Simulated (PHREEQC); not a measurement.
Nickel, zinc or cadmium bath: an equilibrium model

Consider water at 20 °C with 0.0025 mol/kgw CdSO4, 0.14 mol/kgw NaCl and 0.0029 mol/kgw H2SO4. Closed to the air; pH follows from the charge balance.

Equilibrium calculation in PHREEQC: ion-association model, wateq4f.dat.

No solid was allowed to form.

Task: Estimate the pH.

Result: pH 2.38.

Task: In which forms is S present?

Result: SO4-2 72 %, NaSO4- 16 %, HSO4- 11 %, CdSO4 0.8 % of the S.
